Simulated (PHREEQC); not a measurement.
Dissolve 0.017 mol/kgw KOH, 0.00047 mol/kgw Na2SiO3 and 0.00035 mol/kgw (CH3)4NCl at 20 °C. Closed to the air; pH follows from the charge balance.

Model: ion-association model, wateq4f.dat, run in PHREEQC.

This is a speciation only: nothing precipitates in the calculation.

Task: Estimate the pH.

Result: pH 12.35.

Task: In which forms is Si present?

Result: H3SiO4- 86 %, H2SiO4-2 14 % of the Si.

Complexes and solids missing from the database can't appear. (CH3)4N+ isn't in the database: it is added as a free cation with an ion size of 4 Å.
